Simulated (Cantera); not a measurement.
# Cr2O3 + H2 + H2O (hydrogen reduction and annealing atmospheres)

Input: 1 mol Cr2O3, 41 mol H2, a varied amount of H2O, at 1625 K and 18.0 Torr.

Method: chemical equilibrium by Gibbs-energy minimisation in Cantera with the NASA 1993 tables (ideal gas, pure condensed phases). Candidate condensed phases: Cr, Cr2O3, H2O; 13 gas species. Mutual solubility and eutectic melting of coexisting phases are not modelled. Equilibrium is a limit: real reactors are often held back by kinetics, nucleation or transport.

| n(H2O) (mol) | x H2 | x H2O | x H | x Cr | x CrO | x OH | n Cr(s) | n Cr2O3(s) |
|---|---|---|---|---|---|---|---|---|
| 0.066 | 0.997 | 0.00265 | 0.000455 | 0.000250 | 2.64e-7 | 5.09e-8 | 0.0183 | 0.986 |
| 0.12 | 0.996 | 0.00320 | 0.000455 | 0.000188 | 2.40e-7 | 6.15e-8 | 0 | 0.996 |
| 0.17 | 0.995 | 0.00431 | 0.000454 | 0.000120 | 2.07e-7 | 8.28e-8 | 0 | 0.998 |
| 0.22 | 0.994 | 0.00546 | 0.000454 | 8.42e-5 | 1.84e-7 | 1.05e-7 | 0 | 0.998 |
| 0.27 | 0.993 | 0.00663 | 0.000454 | 6.28e-5 | 1.67e-7 | 1.28e-7 | 0 | 0.999 |
| 0.32 | 0.992 | 0.00782 | 0.000454 | 4.90e-5 | 1.54e-7 | 1.51e-7 | 0 | 0.999 |
| 0.37 | 0.991 | 0.00900 | 0.000453 | 3.96e-5 | 1.43e-7 | 1.73e-7 | 0 | 0.999 |
| 0.42 | 0.989 | 0.0102 | 0.000453 | 3.28e-5 | 1.34e-7 | 1.96e-7 | 0 | 0.999 |
| 0.47 | 0.988 | 0.0114 | 0.000453 | 2.78e-5 | 1.27e-7 | 2.19e-7 | 0 | 0.999 |
x: gas mole fraction; n: condensed amount in mol.

At 0.066 mol H2O the condensed part is Cr(s) + Cr2O3(s). From 0.12 mol H2O to 0.47 mol H2O the condensed part is Cr2O3(s). The main Cr-bearing gas is Cr throughout.
